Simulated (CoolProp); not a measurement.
Vapour-liquid equilibrium of R143a (1) + fluoroethane (R161) (2) at 0.265 MPa; x and y are mole fractions of (1).

The numbers come from the multi-fluid Helmholtz-energy mixture model, Lemmon and Jacobsen 2000 and Wu 2012; pair parameters Bell 2016 in CoolProp.

```tsv
x	bubble temperature, mixture model (°C)	bubble temperature, Raoult's law (°C)	y, mixture model	y, Raoult's law
0.05	-15.0	-14.9	…	0.071
0.2	…	-16.7	0.269	0.269
0.35	-18.7	-18.3	0.438	0.443
0.5	-20.3	-19.9	…	0.597
0.65	…	-21.4	…	0.734
0.8	…	-22.9	…	0.856
0.95	-24.2	-24.2	…	0.966
```

**Question.** Fill in the missing entries.

**Answer.** 
- 0.05, y, mixture model: 0.073
- 0.2, bubble temperature, mixture model (°C): -17.0
- 0.5, y, mixture model: 0.587
- 0.65, bubble temperature, mixture model (°C): -21.7
- 0.65, y, mixture model: 0.723
- 0.8, bubble temperature, mixture model (°C): -23.0
- 0.8, y, mixture model: 0.847
- 0.95, y, mixture model: 0.963

The largest gap from Raoult's law is -0.4 K in bubble temperature, at x = 0.35. No azeotrope shows between x = 0.05 and 0.95.

The pair parameters rest on a limited set of measurements; away from them the model extrapolates.
